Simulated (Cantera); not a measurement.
A freely propagating, adiabatic, planar premixed flame of 35.7 % H₂, 9.94 % O₂, 44.7 % N₂, 9.65 % H₂O, unburnt at 425 K and 480 Torr; mixture-averaged transport, grid criteria slope 0.08 and curve 0.16, no radiation.

Cantera simulation using the H2/O2 subset of GRI-Mech 3.0, which has no nitrogen chemistry; the numbers are that mechanism's predictions, not measurements. Burning velocities carry a grid error of a few per cent, more on coarse grids.

**Question.** Predict: laminar burning velocity; thermal thickness; peak x(H); peak x(HO₂); peak x(O).

**Answer.** 
| Item | Result |
|---|---|
| laminar burning velocity | 354 cm/s |
| thermal thickness | 0.623 mm |
| peak x(H) | 0.0544 |
| peak x(HO₂) | 0.000349 |
| peak x(O) | 0.00252 |
